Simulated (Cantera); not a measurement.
Input (Python, Cantera) and output of one run.

```python
import numpy as np
import cantera as ct

gas_names = [...]  # 136 gases of nasa_gas.yaml made of C, H, N, O
cond_names = """
    C(gr) C6H6(L) C7H8(L) C8H18(L),n-octa H2O(s) H2O(L)
""".split()


# ... load() reads the species with a 1 bar reference pressure and builds the phases ...
atoms = {
    'C3H6': {'C': 3, 'H': 6},
    'O2': {'O': 2},
    'N2': {'N': 2},
    'H2O': {'H': 2, 'O': 1},
}
top_T = {'C(gr)': 4500}  # K; cautious upper limits of use, not melting points


# ... equilibrate(T, P, feed) seeds the gas with the atoms and calls Mixture.equilibrate('TP', solver="vcs", rtol=1e-11, max_steps=5000) ...
results = []
feed = {'C3H6': 1, 'O2': 0.037, 'N2': 0.19, 'H2O': 0.067}  # mol
T = 525  # K
P = 1000  # Pa
mix = equilibrate(T, P, feed)
results.append((T, P, feed, dict(zip(mix.species_names, mix.species_moles))))
print(gas.report(threshold=0.0001))
for i in range(1, mix.n_phases):
    print(f"{mix.phase(i).name:16s} {mix.phase_moles(i):12.5e} mol")
```

It prints:

```
       temperature   525 K
          pressure   1000 Pa
           density   0.0031781 kg/m^3
  mean mol. weight   13.872 kg/kmol
   phase of matter   gas

                          1 kg             1 kmol
                     ---------------   ---------------
          enthalpy       -3.7888e+06       -5.2559e+07  J
   internal energy       -4.1034e+06       -5.6925e+07  J
           entropy             17384        2.4116e+05  J/K
    Gibbs function       -1.2915e+07       -1.7917e+08  J
 heat capacity c_p            2948.3             40901  J/K
 heat capacity c_v              2349             32586  J/K

                      mass frac. Y      mole frac. X     chem. pot. / RT
                     ---------------   ---------------   ---------------
               CH4           0.68673           0.59382           -45.258
               CO2         0.0021985        0.00069301           -128.38
                H2          0.035595           0.24493           -22.198
               H2O          0.087728          0.067555           -85.958
                N2           0.18761          0.092905           -30.497
     [ +131 minor]        0.00013963        9.5026e-05

C(gr)             1.78455e+00 mol
H2O(L)            0.00000e+00 mol
```

Method: chemical equilibrium by Gibbs-energy minimisation in Cantera with the NASA 1993 tables (ideal gas, pure condensed phases).
